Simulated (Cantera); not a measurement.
Input (Python, Cantera) and output of one run.

```python
import numpy as np
import cantera as ct

gas_names = """
    H HNO HNO2 HNO3 HO2 H2 H2O H2O2 N NH NH2 NH3 NH2OH NO NO2 NO3 N2 N2H2 N2H4 N2O O OH O2 O3 Pb PbO Pb2
""".split()
cond_names = """
    H2O(s) H2O(L) Pb(cr) Pb(L) PbO(rd) PbO(yw) PbO(L) PbO2(s) Pb3O4(s)
""".split()


# ... load() reads the species with a 1 bar reference pressure and builds the phases ...
atoms = {
    'Pb': {'Pb': 1},
    'H2': {'H': 2},
    'N2': {'N': 2},
    'O2': {'O': 2},
}
top_T = {'Pb3O4(s)': 820}  # K; cautious upper limits of use, not melting points


# ... equilibrate(T, P, feed) seeds the gas with the atoms and calls Mixture.equilibrate('TP', solver="vcs", rtol=1e-11, max_steps=5000) ...
results = []
feed = {'Pb': 1, 'H2': 3.6, 'N2': 0.21, 'O2': 0.00038}  # mol
P = 133.322  # Pa
for T in [450, 525, 600, 675, 750, 825, 900, 975, 1050, 1125, 1200, 1275]:
    mix = equilibrate(T, P, feed)
    results.append((T, P, feed, dict(zip(mix.species_names, mix.species_moles))))

top = {s: max(r[3][s] / sum(r[3][g] for g in gas_names) for r in results) for s in gas_names}
cols = sorted((s for s in top if top[s] > 0.0001), key=lambda s: -top[s])[:6]
seen = [c for c in cond_names if any(r[3].get(c, 0) > 1e-12 for r in results)]
print("log10 of partial pressures in bar; condensed amounts in mol")
print(f"{'T/K':>10s}" + "".join(f"{s[:9]:>10s}" for s in cols + seen))
for T, P, feed, n in results:
    ng = sum(n[g] for g in gas_names)
    print(f"{T:10.4g}" + "".join(f"{np.log10(max(n[s] / ng * P / 1e5, 1e-99)):10.3f}" for s in cols)
          + "".join(f"{n.get(c, 0):10.4g}" for c in seen))
```

Result:

```
log10 of partial pressures in bar; condensed amounts in mol
       T/K        H2        Pb        N2       NH3       H2O    Pb(cr)     Pb(L)
       450    -2.900   -16.907    -4.135    -6.341    -6.575         1         0
       525    -2.900   -13.691    -4.134    -7.165    -6.575         1         0
       600    -2.900   -11.287    -4.134    -7.797    -6.575         1         0
       675    -2.900    -9.471    -4.134    -8.300    -6.575         0         1
       750    -2.900    -8.023    -4.134    -8.708    -6.575         0         1
       825    -2.900    -6.843    -4.134    -9.048    -6.575         0    0.9996
       900    -2.900    -5.864    -4.134    -9.334    -6.576         0    0.9961
       975    -2.903    -5.038    -4.137    -9.584    -6.578         0    0.9736
      1050    -2.915    -4.332    -4.149    -9.820    -6.591         0    0.8622
      1125    -2.966    -3.723    -4.200   -10.106    -6.642         0    0.3698
      1200    -3.001    -3.557    -4.235   -10.338    -6.676         0         0
      1275    -3.001    -3.557    -4.235   -10.481    -6.676         0         0
```

Cantera equilibrium calculation (NASA polynomials, part measured and part estimated; ideal gas, pure solids and liquids).
